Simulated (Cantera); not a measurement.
Equilibrium for boron, boron nitride and boron oxide: BCl3 + O2 + H2 + H2O

A closed system holds: 1 mol BCl3, 2.9 mol O2, 1.8 mol H2, 5.5 mol H2O, at 1.00 Torr.

These are equilibrium values from Cantera (NASA tables, ideal gas, pure condensed phases), not measurements of a reactor. Candidate condensed phases: B, B2O3, B3O3H3, H2O; 33 gas species. The tables' values for BOCl are old estimates; treat these amounts as uncertain. Gases not in the tables: H3BO3. Equilibrium is a limit: real reactors are often held back by kinetics, nucleation or transport.

From 1523 K to 2023 K nothing is condensed.

```csv
T (K),log p H2O,log p HCl,log p O2,log p HBO2,log p Cl,log p OH,log p H2
1523,-3.20,-3.48,-3.64,-3.94,-4.72,-5.86,-6.97
1573,-3.20,-3.48,-3.64,-3.94,-4.63,-5.68,-6.70
1623,-3.20,-3.49,-3.65,-3.94,-4.54,-5.52,-6.44
1673,-3.20,-3.50,-3.65,-3.94,-4.46,-5.36,-6.19
1723,-3.20,-3.51,-3.65,-3.95,-4.38,-5.21,-5.96
1773,-3.20,-3.52,-3.66,-3.95,-4.31,-5.08,-5.74
1823,-3.20,-3.54,-3.67,-3.96,-4.25,-4.95,-5.54
1873,-3.20,-3.55,-3.67,-3.96,-4.19,-4.82,-5.34
1923,-3.20,-3.57,-3.68,-3.97,-4.14,-4.71,-5.16
1973,-3.20,-3.58,-3.69,-3.98,-4.09,-4.60,-4.99
2023,-3.21,-3.60,-3.70,-3.99,-4.04,-4.50,-4.82
```
log p: log10 of the partial pressure in bar; nothing condenses.
